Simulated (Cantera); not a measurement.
Input (Python, Cantera) and output of one run.

```python
import numpy as np
import cantera as ct

gas_names = """
    B BH BH2 BH3 BN B2 H H2 N NH NH2 NH3 N2 N2H2 N2H4
""".split()
cond_names = """
    B(b) B(L) BN(s)
""".split()


def load(file, names, dense=False):
    # The tables refer to 1 bar. Condensed volumes are neglected.
    table = {s.name: s for s in ct.Species.list_from_file(file)}
    out = []
    for n in names:
        d = dict(table[n].input_data)
        d["thermo"] = dict(d["thermo"], **{"reference-pressure": 1e5})
        if dense:
            d["equation-of-state"] = {"model": "constant-volume", "density": "1e6 g/cm^3"}
        out.append(ct.Species.from_dict(d))
    return out


gas = ct.Solution(thermo="ideal-gas", species=load("nasa_gas.yaml", gas_names))
cond = {s.name: ct.Solution(thermo="fixed-stoichiometry", species=[s], name=s.name)
        for s in load("nasa_condensed.yaml", cond_names, dense=True)}
atoms = {
    'borazine': {'B': 3, 'N': 3, 'H': 6},
    'NH3': {'N': 1, 'H': 3},
}
top_T = {'BN(s)': 3200}  # K; cautious upper limits of use, not melting points


def equilibrate(T, P, feed):
    n = {}
    for name, mol in feed.items():
        for a, k in atoms[name].items():
            n[a] = n.get(a, 0.0) + k * mol
    gas.TPX = T, P, n
    mass = sum(n.values()) * gas.mean_molecular_weight
    gas.equilibrate("TP")
    valid = [c for c in cond.values() if c.min_temp <= T <= top_T.get(c.name, c.max_temp)]
    mix = ct.Mixture([(gas, mass / gas.mean_molecular_weight)] + [(c, 0.0) for c in valid])
    mix.T, mix.P = T, P
    mix.equilibrate("TP", solver="vcs", rtol=1e-11, max_steps=5000)
    return mix


results = []
feed = {'borazine': 1, 'NH3': 2}  # mol
T = 1050  # K
P = 1333.22  # Pa
mix = equilibrate(T, P, feed)
results.append((T, P, feed, dict(zip(mix.species_names, mix.species_moles))))
x = sorted(zip(gas.X, gas.species_names), reverse=True)
print(f"T = {T:g} K  P = {P:g} Pa  gas = {mix.phase_moles(0):.4g} mol")
print("   x: " + "  ".join(f"{s} {v:.3e}" for v, s in x if v > 0.001))
print("   condensed (mol): " + ("  ".join(f"{mix.phase(i).name} {mix.phase_moles(i):.4g}"
      for i in range(1, mix.n_phases) if mix.phase_moles(i) > 1e-12) or "none"))
```

Output:

```
T = 1050 K  P = 1333.22 Pa  gas = 7 mol
   x: H2 8.571e-01  N2 1.429e-01
   condensed (mol): BN(s) 3
```

Equilibrium computed with Cantera from the NASA thermochemical tables; the gas is ideal and each condensed phase is pure. The feed counts by its element totals alone.
